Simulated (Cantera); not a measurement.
A Cantera script and its output.

```python
import numpy as np
import cantera as ct

gas = ct.Solution("h2o2.yaml")
gas.TPX = 450, 30000, {'H2': 1, 'O2': 0.208, 'N2': 1.02, 'H2O': 0.54}
flame = ct.FreeFlame(gas, width=0.093)
flame.set_refine_criteria(ratio=3, slope=0.08, curve=0.16)
flame.transport_model = "mixture-averaged"
flame.solve(loglevel=0, auto=True)
z, T = flame.grid, flame.T
thick = (T[-1] - T[0]) / np.gradient(T, z).max()
show = ['H2', 'O2', 'H2O', 'H2O2', 'O', 'OH']
print(f"laminar burning velocity  {flame.velocity[0] * 100:.3f} cm/s")
print(f"burnt temperature         {T[-1]:.1f} K")
print(f"thermal thickness         {thick * 1e3:.4f} mm")
print(f"grid points               {len(z)}")
z0 = z[flame.heat_release_rate.argmax()]
print(f"{'z/mm':>9s}{'T/K':>9s}{'u/(m/s)':>9s}" + "".join(f"{s:>11s}" for s in show))
rows = []
for k in (-3, -2, -1.5, -1, -0.5, -0.25, 0, 0.25, 0.5, 1, 2, 4, 8):
    zz = z0 + k * thick
    rows.append([k * thick, np.interp(zz, z, T), np.interp(zz, z, flame.velocity),
                 *(np.interp(zz, z, flame.X[gas.species_index(s)]) for s in show)])
    print(f"{rows[-1][0] * 1e3:9.3f}{rows[-1][1]:9.1f}{rows[-1][2]:9.3f}" + "".join(f"{x:11.3e}" for x in rows[-1][3:]))
```

Output:

```
laminar burning velocity  241.844 cm/s
burnt temperature         1553.6 K
thermal thickness         1.7422 mm
grid points               113
     z/mm      T/K  u/(m/s)         H2         O2        H2O       H2O2          O         OH
   -5.227    450.0    2.418  3.613e-01  7.514e-02  1.951e-01  4.191e-13  1.735e-13  1.906e-15
   -3.484    450.0    2.418  3.613e-01  7.515e-02  1.951e-01  3.293e-11  1.723e-11  1.892e-13
   -2.613    450.0    2.418  3.612e-01  7.515e-02  1.951e-01  6.266e-10  3.066e-10  3.382e-12
   -1.742    450.5    2.419  3.607e-01  7.521e-02  1.953e-01  4.412e-08  1.478e-08  2.653e-10
   -0.871    490.3    2.604  3.515e-01  7.522e-02  1.999e-01  1.436e-05  6.430e-06  3.825e-05
   -0.436    684.6    3.566  3.266e-01  6.864e-02  2.219e-01  1.620e-05  7.901e-05  2.580e-04
    0.000    952.1    4.874  2.849e-01  5.125e-02  2.642e-01  1.510e-06  4.517e-04  3.575e-04
    0.436   1147.4    5.831  2.405e-01  2.577e-02  3.157e-01  2.671e-07  8.577e-04  6.991e-04
    0.871   1249.8    6.336  2.157e-01  8.816e-03  3.485e-01  1.931e-07  5.715e-04  8.750e-04
    1.742   1331.2    6.727  2.074e-01  8.487e-04  3.648e-01  1.446e-07  1.818e-04  9.217e-04
    3.484   1395.9    7.024  2.114e-01  9.820e-05  3.679e-01  1.175e-07  1.007e-04  8.869e-04
    6.969   1454.2    7.287  2.164e-01  4.389e-05  3.697e-01  7.809e-08  5.442e-05  7.421e-04
   13.938   1498.0    7.481  2.203e-01  1.930e-05  3.712e-01  4.252e-08  2.423e-05  5.413e-04
```

Computed with Cantera and the H2/O2 subset of GRI-Mech 3.0, which has no nitrogen chemistry. Burning velocities carry a grid error of a few per cent, more on coarse grids.
